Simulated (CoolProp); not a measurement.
Model: reference Helmholtz-energy equation of state, Thol 2018, in CoolProp.

Task: Give the vapour pressure (MPa), vapour density (kg/m³), enthalpy of vaporisation (kJ/kg), liquid cp (kJ/(kg K)) of saturated hydrogen chloride at 231.6, 253.2, 274.7 K.

Result: 
| T (K) | p (MPa) | vapour density (kg/m³) | enthalpy of vaporisation (kJ/kg) | liquid cp (kJ/(kg K)) |
|---|---|---|---|---|
| 231.6 | 0.724 | 15.4 | 389 | 1.74 |
| 253.2 | 1.48 | 31.0 | 353 | 1.84 |
| 274.7 | 2.70 | 58.2 | 308 | 2.05 |
